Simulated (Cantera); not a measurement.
Input (Python, Cantera) and output of one run.

```python
import numpy as np
import cantera as ct

gas_names = """
    B BH BH2 BH3 BO BO2 B2 B2O B2O2 B2O3 B3O3H3 H HBO HBO2 HO2 H2 H2O H2O2 H3B3O6 O OH O2 O3
""".split()
cond_names = """
    B(b) B(L) B2O3(L) B3O3H3(cr) H2O(s) H2O(L)
""".split()


# ... load() reads the species with a 1 bar reference pressure and builds the phases ...
atoms = {
    'B2H6': {'B': 2, 'H': 6},
    'O2': {'O': 2},
    'H2': {'H': 2},
}
top_T = {}  # K; cautious upper limits of use, not melting points


# ... equilibrate(T, P, feed) seeds the gas with the atoms and calls Mixture.equilibrate('TP', solver="vcs", rtol=1e-11, max_steps=5000) ...
results = []
feed = {'B2H6': 1, 'O2': 0.06, 'H2': 130}  # mol
P = 13332.2  # Pa
for T in [923, 1073, 1223, 1373, 1523, 1673, 1823, 1973, 2123, 2273]:
    mix = equilibrate(T, P, feed)
    results.append((T, P, feed, dict(zip(mix.species_names, mix.species_moles))))

top = {s: max(r[3][s] / sum(r[3][g] for g in gas_names) for r in results) for s in gas_names}
cols = sorted((s for s in top if top[s] > 0.001), key=lambda s: -top[s])[:6]
seen = [c for c in cond_names if any(r[3].get(c, 0) > 1e-12 for r in results)]
print("log10 of partial pressures in bar; condensed amounts in mol")
print(f"{'T/K':>10s}" + "".join(f"{s[:9]:>10s}" for s in cols + seen))
for T, P, feed, n in results:
    ng = sum(n[g] for g in gas_names)
    print(f"{T:10.4g}" + "".join(f"{np.log10(max(n[s] / ng * P / 1e5, 1e-99)):10.3f}" for s in cols)
          + "".join(f"{n.get(c, 0):10.4g}" for c in seen))
```

Output:

```
log10 of partial pressures in bar; condensed amounts in mol
       T/K        H2         H       BH2      B(b)
       923    -0.875   -10.049   -10.129      1.88
      1073    -0.875    -8.291    -8.578      1.88
      1223    -0.875    -6.960    -7.412      1.88
      1373    -0.875    -5.915    -6.505      1.88
      1523    -0.876    -5.074    -5.779     1.878
      1673    -0.876    -4.381    -5.185     1.873
      1823    -0.876    -3.801    -4.691     1.859
      1973    -0.877    -3.309    -4.275     1.825
      2123    -0.880    -2.885    -3.921     1.756
      2273    -0.886    -2.519    -3.619     1.624
```

Method: chemical equilibrium by Gibbs-energy minimisation in Cantera with the NASA 1993 tables (ideal gas, pure condensed phases). The feed counts by its element totals alone. The tables' values for BH2 are old estimates; treat these amounts as uncertain. Gases not in the tables: B2H6 and higher boranes.
